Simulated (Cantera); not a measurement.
A closed system holds: 1 mol B2O3, 0.15 mol O2, 0.29 mol N2.

Cantera equilibrium calculation (NASA polynomials, part measured and part estimated; ideal gas, pure solids and liquids). Candidate condensed phases: B, BN, B2O3; 17 gas species. The numbers say what is thermodynamically allowed, not how fast it happens.

Stable condensed phases, one row left out:

```
T in K \ P in Pa
             10     25     63    160    400   1000   2500   6300  16000  40000 100000
   2448       A      A      A      A      A      A      A      A      A      A      A
   2248       A      A      A      A      A      A      A      A      A      A      B
   1848       A      A      A      A      A      B      B      B      B      B      B
   1648       A      A      B      B      B      B      B      B      B      B      B
   1448       B      B      B      B      B      B      B      B      B      B      B
   1248       B      B      B      B      B      B      B      B      B      B      B
   1048       B      B      B      B      B      B      B      B      B      B      B
    848       B      B      B      B      B      B      B      B      B      B      B
```

A: gas only; B: B2O3.

Q: Give the row for 2048 K.

A: 10: gas only; 25: gas only; 63: gas only; 160: gas only; 400: gas only; 1000: gas only; 2500: gas only; 6300: gas only; 16000: B2O3; 40000: B2O3; 100000: B2O3.
